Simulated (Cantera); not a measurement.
# Chemical vapour transport: AlN + HCl + O2

Charge: 1 mol AlN, 1.2 mol HCl, 0.14 mol O2, at 42000 Pa.

These are equilibrium values from Cantera (NASA tables, ideal gas, pure condensed phases), not measurements of a reactor. Candidate condensed phases: Al, AlCl3, AlN, Al2O3, H2O, NH4Cl; 45 gas species. Mutual solubility and eutectic melting of coexisting phases are not modelled. The tables' values for AlCl2 are old estimates; treat these amounts as uncertain. Equilibrium is a limit: real reactors are often held back by kinetics, nucleation or transport.

```json
[
 {"T (K)": "1048", "log p H2": "-0.78", "log p AlCl3": "-0.96", "log p N2": "-1.07", "log p HCl": "-1.24", "log p AlCl2": "-5.85", "n AlN(s)": "0.472", "n Al2O3(s)": "0.0933"},
 {"T (K)": "1098", "log p H2": "-0.78", "log p AlCl3": "-0.96", "log p N2": "-1.07", "log p HCl": "-1.25", "log p AlCl2": "-5.37", "n AlN(s)": "0.471", "n Al2O3(s)": "0.0933"},
 {"T (K)": "1148", "log p H2": "-0.78", "log p AlCl3": "-0.95", "log p N2": "-1.07", "log p HCl": "-1.26", "log p AlCl2": "-4.93", "n AlN(s)": "0.470", "n Al2O3(s)": "0.0933"},
 {"T (K)": "1198", "log p H2": "-0.78", "log p AlCl3": "-0.95", "log p N2": "-1.06", "log p HCl": "-1.26", "log p AlCl2": "-4.53", "n AlN(s)": "0.469", "n Al2O3(s)": "0.0933"},
 {"T (K)": "1248", "log p H2": "-0.77", "log p AlCl3": "-0.95", "log p N2": "-1.06", "log p HCl": "-1.27", "log p AlCl2": "-4.17", "n AlN(s)": "0.468", "n Al2O3(s)": "0.0933"},
 {"T (K)": "1298", "log p H2": "-0.77", "log p AlCl3": "-0.95", "log p N2": "-1.06", "log p HCl": "-1.28", "log p AlCl2": "-3.83", "n AlN(s)": "0.467", "n Al2O3(s)": "0.0933"},
 {"T (K)": "1348", "log p H2": "-0.77", "log p AlCl3": "-0.95", "log p N2": "-1.06", "log p HCl": "-1.28", "log p AlCl2": "-3.52", "n AlN(s)": "0.466", "n Al2O3(s)": "0.0933"},
 {"T (K)": "1398", "log p H2": "-0.77", "log p AlCl3": "-0.95", "log p N2": "-1.06", "log p HCl": "-1.29", "log p AlCl2": "-3.23", "n AlN(s)": "0.465", "n Al2O3(s)": "0.0933"},
 {"T (K)": "1448", "log p H2": "-0.77", "log p AlCl3": "-0.95", "log p N2": "-1.06", "log p HCl": "-1.30", "log p AlCl2": "-2.96", "n AlN(s)": "0.464", "n Al2O3(s)": "0.0933"},
 {"T (K)": "1498", "log p H2": "-0.77", "log p AlCl3": "-0.95", "log p N2": "-1.06", "log p HCl": "-1.30", "log p AlCl2": "-2.71", "n AlN(s)": "0.462", "n Al2O3(s)": "0.0933"},
 {"T (K)": "1548", "log p H2": "-0.77", "log p AlCl3": "-0.96", "log p N2": "-1.06", "log p HCl": "-1.31", "log p AlCl2": "-2.48", "n AlN(s)": "0.459", "n Al2O3(s)": "0.0933"},
 {"T (K)": "1598", "log p H2": "-0.77", "log p AlCl3": "-0.96", "log p N2": "-1.06", "log p HCl": "-1.32", "log p AlCl2": "-2.27", "n AlN(s)": "0.455", "n Al2O3(s)": "0.0933"}
]
```
log p: log10 of the partial pressure in bar; n: condensed amount in mol.

From 1048 K to 1598 K the condensed part is AlN(s) + Al2O3(s). The main Al-bearing gas is AlCl3 throughout. The share of Al in condensed phases is highest at 1048 K (65.9 %) and lowest at 1598 K (64.2 %).
